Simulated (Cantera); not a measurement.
Cantera run:

```python
import numpy as np
import cantera as ct

gas_names = """
    C CN CO CO2 C2 CCN CNC C2N2 C2O C3 C3O2 C4 C4N2 C5 N NCO NO NO2 NO3 N2 N2O O O2 O3 Pb PbO Pb2
""".split()
cond_names = """
    C(gr) Pb(cr) Pb(L) PbO(rd) PbO(yw) PbO(L) PbO2(s) Pb3O4(s)
""".split()


def load(file, names, dense=False):
    # The tables refer to 1 bar. Condensed volumes are neglected.
    table = {s.name: s for s in ct.Species.list_from_file(file)}
    out = []
    for n in names:
        d = dict(table[n].input_data)
        d["thermo"] = dict(d["thermo"], **{"reference-pressure": 1e5})
        if dense:
            d["equation-of-state"] = {"model": "constant-volume", "density": "1e6 g/cm^3"}
        out.append(ct.Species.from_dict(d))
    return out


gas = ct.Solution(thermo="ideal-gas", species=load("nasa_gas.yaml", gas_names))
cond = {s.name: ct.Solution(thermo="fixed-stoichiometry", species=[s], name=s.name)
        for s in load("nasa_condensed.yaml", cond_names, dense=True)}
atoms = {
    'Pb': {'Pb': 1},
    'CO': {'C': 1, 'O': 1},
    'N2': {'N': 2},
}
top_T = {'C(gr)': 4500, 'Pb3O4(s)': 820}  # K; cautious upper limits of use, not melting points


def equilibrate(T, P, feed):
    n = {}
    for name, mol in feed.items():
        for a, k in atoms[name].items():
            n[a] = n.get(a, 0.0) + k * mol
    gas.TPX = T, P, n
    mass = sum(n.values()) * gas.mean_molecular_weight
    gas.equilibrate("TP")
    valid = [c for c in cond.values() if c.min_temp <= T <= top_T.get(c.name, c.max_temp)]
    mix = ct.Mixture([(gas, mass / gas.mean_molecular_weight)] + [(c, 0.0) for c in valid])
    mix.T, mix.P = T, P
    mix.equilibrate("TP", solver="vcs", rtol=1e-11, max_steps=5000)
    return mix


results = []
P = 4900  # Pa
for T in [1323, 1373, 1423, 1473, 1523, 1573, 1623, 1673, 1723, 1773, 1823, 1873, 1923, 1973]:
    for m in [0.44, 0.64, 0.85, 1.1, 1.3, 1.5, 1.7, 1.9, 2.1, 2.3, 2.5]:
        feed = {'Pb': 1, 'CO': m, 'N2': 1.4}  # mol
        mix = equilibrate(T, P, feed)
        results.append((T, P, feed, dict(zip(mix.species_names, mix.species_moles))))

for T, P, feed, n in results:
    print(f"{T:7g} {feed['CO']:10.4g}  " + (" + ".join(c for c in cond_names if n.get(c, 0) > 1e-12) or "gas only"))
```

It prints:

```
   1323       0.44  C(gr) + Pb(L)
   1323       0.64  C(gr) + Pb(L)
   1323       0.85  C(gr) + Pb(L)
   1323        1.1  C(gr) + Pb(L)
   1323        1.3  C(gr) + Pb(L)
   1323        1.5  C(gr) + Pb(L)
   1323        1.7  C(gr) + Pb(L)
   1323        1.9  C(gr) + Pb(L)
   1323        2.1  C(gr) + Pb(L)
   1323        2.3  C(gr) + Pb(L)
   1323        2.5  C(gr) + Pb(L)
   1373       0.44  C(gr) + Pb(L)
   1373       0.64  C(gr) + Pb(L)
   1373       0.85  C(gr) + Pb(L)
   1373        1.1  C(gr) + Pb(L)
   1373        1.3  C(gr) + Pb(L)
   1373        1.5  C(gr) + Pb(L)
   1373        1.7  C(gr) + Pb(L)
   1373        1.9  C(gr) + Pb(L)
   1373        2.1  C(gr) + Pb(L)
   1373        2.3  C(gr) + Pb(L)
   1373        2.5  C(gr) + Pb(L)
   1423       0.44  C(gr) + Pb(L)
   1423       0.64  C(gr) + Pb(L)
   1423       0.85  C(gr) + Pb(L)
   1423        1.1  C(gr) + Pb(L)
   1423        1.3  C(gr) + Pb(L)
   1423        1.5  C(gr) + Pb(L)
   1423        1.7  C(gr) + Pb(L)
   1423        1.9  C(gr) + Pb(L)
   1423        2.1  C(gr)
   1423        2.3  C(gr)
   1423        2.5  C(gr)
   1473       0.44  C(gr)
   1473       0.64  C(gr)
   1473       0.85  C(gr)
   1473        1.1  C(gr)
   1473        1.3  C(gr)
   1473        1.5  C(gr)
   1473        1.7  C(gr)
   1473        1.9  C(gr)
   1473        2.1  C(gr)
   1473        2.3  C(gr)
   1473        2.5  C(gr)
   1523       0.44  C(gr)
   1523       0.64  C(gr)
   1523       0.85  C(gr)
   1523        1.1  C(gr)
   1523        1.3  C(gr)
   1523        1.5  C(gr)
   1523        1.7  C(gr)
   1523        1.9  C(gr)
   1523        2.1  C(gr)
   1523        2.3  C(gr)
   1523        2.5  C(gr)
   1573       0.44  C(gr)
   1573       0.64  C(gr)
   1573       0.85  C(gr)
   1573        1.1  C(gr)
   1573        1.3  C(gr)
   1573        1.5  C(gr)
   1573        1.7  C(gr)
   1573        1.9  C(gr)
   1573        2.1  C(gr)
   1573        2.3  C(gr)
   1573        2.5  C(gr)
   1623       0.44  C(gr)
   1623       0.64  C(gr)
   1623       0.85  C(gr)
   1623        1.1  C(gr)
   1623        1.3  C(gr)
   1623        1.5  C(gr)
   1623        1.7  C(gr)
   1623        1.9  C(gr)
   1623        2.1  C(gr)
   1623        2.3  C(gr)
   1623        2.5  C(gr)
   1673       0.44  C(gr)
   1673       0.64  C(gr)
   1673       0.85  C(gr)
   1673        1.1  C(gr)
   1673        1.3  C(gr)
   1673        1.5  C(gr)
   1673        1.7  C(gr)
   1673        1.9  C(gr)
   1673        2.1  C(gr)
   1673        2.3  C(gr)
   1673        2.5  C(gr)
   1723       0.44  C(gr)
   1723       0.64  C(gr)
   1723       0.85  C(gr)
   1723        1.1  C(gr)
   1723        1.3  C(gr)
   1723        1.5  C(gr)
   1723        1.7  C(gr)
   1723        1.9  C(gr)
   1723        2.1  C(gr)
   1723        2.3  C(gr)
   1723        2.5  C(gr)
   1773       0.44  gas only
   1773       0.64  gas only
   1773       0.85  C(gr)
   1773        1.1  C(gr)
   1773        1.3  C(gr)
   1773        1.5  C(gr)
   1773        1.7  C(gr)
   1773        1.9  C(gr)
   1773        2.1  C(gr)
   1773        2.3  C(gr)
   1773        2.5  C(gr)
   1823       0.44  gas only
   1823       0.64  gas only
   1823       0.85  gas only
   1823        1.1  gas only
   1823        1.3  C(gr)
   1823        1.5  C(gr)
   1823        1.7  C(gr)
   1823        1.9  C(gr)
   1823        2.1  C(gr)
   1823        2.3  C(gr)
   1823        2.5  C(gr)
   1873       0.44  gas only
   1873       0.64  gas only
   1873       0.85  gas only
   1873        1.1  gas only
   1873        1.3  gas only
   1873        1.5  gas only
   1873        1.7  gas only
   1873        1.9  gas only
   1873        2.1  gas only
   1873        2.3  C(gr)
   1873        2.5  C(gr)
   1923       0.44  gas only
   1923       0.64  gas only
   1923       0.85  gas only
   1923        1.1  gas only
   1923        1.3  gas only
   1923        1.5  gas only
   1923        1.7  gas only
   1923        1.9  gas only
   1923        2.1  gas only
   1923        2.3  gas only
   1923        2.5  gas only
   1973       0.44  gas only
   1973       0.64  gas only
   1973       0.85  gas only
   1973        1.1  gas only
   1973        1.3  gas only
   1973        1.5  gas only
   1973        1.7  gas only
   1973        1.9  gas only
   1973        2.1  gas only
   1973        2.3  gas only
   1973        2.5  gas only
```

Method: chemical equilibrium by Gibbs-energy minimisation in Cantera with the NASA 1993 tables (ideal gas, pure condensed phases).
